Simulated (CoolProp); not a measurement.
Saturation properties of ammonia (Tc = 405.6 K, pc = 11.36 MPa, ω = 0.256).

Computed with CoolProp (reference Helmholtz-energy equation of state, Gao 2020).

```csv
T (K),p (MPa),vapour density (kg/m³),surface tension (mN/m)
225.7,0.04733,0.4370,37.4
242,0.1128,0.9842,33.6
258.3,0.2376,1.978,29.8
274.5,0.4513,3.625,26.0
290.8,0.7945,6.225,22.2
307.1,1.310,10.14,18.5
323.3,2.041,15.84,14.9
339.6,3.050,24.14,11.4
```

It boils at 239.8 K under 1 atm.

Surface tension comes from a separate correlation (Mulero 2012).
